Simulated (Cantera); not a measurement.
A perfectly stirred reactor is fed with H2 : O2 = 0.015 : 1 (molar parts), equivalence ratio 0.0075, at 0.0267 bar; it is held at 1425 K, and followed from long to short residence time.

Model: the H2/O2 subset of GRI-Mech 3.0, which has no nitrogen chemistry, integrated in Cantera. Radical loss at walls, strong at low pressure, is not modelled.

One state of this run: x H2 = 0.000531; x O2 = 0.973; x OH = 0.00231; x HO2 = 1.19e-6; x H = 0.000591; x H2O = 0.0128. x: mole fraction; the columns are a selection and need not sum to one.

Q: Which value of τ (s) does it belong to?
(A) 0.0016
(B) 0.0061
(C) 1.2
(D) 0.00044

A: B, 0.0061
